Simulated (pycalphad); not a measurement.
An equivalent pycalphad script:

```python
from pycalphad import Database, equilibrium, calculate, variables as v
import numpy as np
db = Database('COST507.tdb')
comps = ['AL', 'CU', 'SI', 'VA']
phases = ['ALCU_DELTA', 'ALCU_EPSILON', 'ALCU_ETA', 'ALCU_PRIME', 'ALCU_THETA', 'ALCU_ZETA', 'BCC_A2', 'CU19SI6_ETA', 'CU33SI7_DELTA', 'CU4SI_EPSILON', 'CU56SI11_GAMMA', 'DIAMOND_A4', 'FCC_A1', 'GAMMA_D83', 'GAMMA_H', 'HCP_A3', 'LIQUID']
eq = equilibrium(db, comps, phases, {v.X('CU'): 0.0081, v.X('SI'): 0.004, v.T: np.arange(1850, 499, -75), v.P: 101325, v.N: 1}, output=['HM', 'SM'])
```

Computed with pycalphad from the COST 507 light-alloy database (1999), at 1 atm. These are 1990s assessments: newer ones move some temperatures and phases. Not assessed as a whole: an extrapolation from subsystems, which can miss ternary compounds. Phase fractions are per mole of atoms.

Results at three of the temperatures:

```
T = 1475.00 K, P = 101325 Pa, N = 1 mol of atoms
G = -81890 J/mol, H = 45817 J/mol, S = 86.58 J/(mol K)  (SER reference)
chemical potentials (J/mol): Al -80918, Cu -177171, Si -129155
phase             fraction      x(Al)      x(Cu)      x(Si)
LIQUID              1.0000     0.9879     0.0081     0.0040
```

```
T = 1250.00 K, P = 101325 Pa, N = 1 mol of atoms
G = -62982 J/mol, H = 38697 J/mol, S = 81.34 J/(mol K)  (SER reference)
chemical potentials (J/mol): Al -62127, Cu -149237, Si -99610
phase             fraction      x(Al)      x(Cu)      x(Si)
LIQUID              1.0000     0.9879     0.0081     0.0040
```

```
T = 1025.00 K, P = 101325 Pa, N = 1 mol of atoms
G = -45363 J/mol, H = 31579 J/mol, S = 75.07 J/(mol K)  (SER reference)
chemical potentials (J/mol): Al -44629, Cu -122155, Si -71173
phase             fraction      x(Al)      x(Cu)      x(Si)
LIQUID              1.0000     0.9879     0.0081     0.0040
```

Changes of the phase set, refined by bisection:

```json
[
 {"T (°C)": "652.9", "phases above": "liquid", "phases below": "fcc + liquid"},
 {"T (°C)": "590.7", "phases above": "fcc + liquid", "phases below": "fcc"},
 {"T (°C)": "431.4", "phases above": "fcc", "phases below": "diamond (Si) + fcc"},
 {"T (°C)": "419.4", "phases above": "diamond (Si) + fcc", "phases below": "ALCU_THETA + diamond (Si) + fcc"}
]
```

Database names, with the compositions (at.%) that they take in these runs: ALCU_THETA: Al 67 Cu 33.
